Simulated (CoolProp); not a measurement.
The fluid at 298.15 K and 0.0233 MPa is compressed adiabatically to 0.123 MPa with isentropic efficiency 0.7. The same conditions are run with several fluids, on thermodynamics alone (safety and materials aside).

Computed with CoolProp (reference Helmholtz-energy equation of state of each fluid (the fluoroketone C6F12O (FK-5-1-12): McLinden 2015; R236FA: Pan 2012; R152A: Outcalt 1996; R11: Jacobsen 1992; R113: Marx 1992)).

Q: Rank the fluoroketone C6F12O (FK-5-1-12), R236FA, R152A, R11, R113 by work (kJ/kg), highest first.

A: R152A (97.8), R11 (46.2), R236FA (40.4), R113 (32.5), the fluoroketone C6F12O (FK-5-1-12) (18.0)

```csv
fluid,final temperature (K),final phase,final density (kg/m³)
the fluoroketone C6F12O (FK-5-1-12),327.9,"two-phase, vapour fraction 0.929",16.6
R236FA,346.4,gas,6.64
R152A,386.2,gas,2.56
R11,376.4,gas,5.51
R113,348.4,gas,8.27
```
